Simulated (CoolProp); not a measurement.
The fluid at 643.53 K and 4.4 MPa expands adiabatically to 0.456 MPa with isentropic efficiency 1. The same conditions are run with several fluids, on thermodynamics alone (safety and materials aside).

Model: reference Helmholtz-energy equation of state of each fluid (water: Wagner 2002; ammonia: Gao 2020; carbon dioxide: Span 1996; hydrogen chloride: Thol 2018; oxygen: Schmidt 1985), in CoolProp.

### Question
Rank water, ammonia, carbon dioxide, hydrogen chloride, oxygen by work (kJ/kg), highest first.

### Answer
ammonia (565), water (493), oxygen (286), hydrogen chloride (240), carbon dioxide (224)

| fluid | final temperature (K) | final phase | final density (kg/m³) |
|---|---|---|---|
| water | 421.5 | two-phase, vapour fraction 0.952 | 2.57 |
| ammonia | 409.1 | gas | 2.32 |
| carbon dioxide | 421.0 | gas | 5.77 |
| hydrogen chloride | 335.5 | gas | 6.07 |
| oxygen | 348.9 | gas | 5.04 |

Above 300 K oxygen's equation is extrapolated.
